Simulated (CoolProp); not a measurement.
Vapour pressure (bar) of water: the reference equation beside estimates from Tc = 373.9 °C, pc = 220.6 bar, ω = 0.344.

Computed with CoolProp (reference Helmholtz-energy equation of state, Wagner 2002).

```tsv
T (°C)	reference	Redlich-Kwong	Peng-Robinson
68.75	0.2955	1.037	0.2706
73.55	0.3631	1.236	0.3347
78.35	0.4433	1.465	0.4112
83.15	0.5380	1.725	0.5019
87.95	0.6489	2.021	0.6088
92.75	0.7784	2.356	0.7341
97.55	0.9287	2.732	0.8802
102.25	1.098	3.144	1.046
107.05	1.297	3.612	1.241
111.85	1.525	4.133	1.465
```

Absolute difference from the reference over all 10 rows, mean and median: Redlich-Kwong 208.7 and 207.1 %, Peng-Robinson 6.0 and 5.9 %.
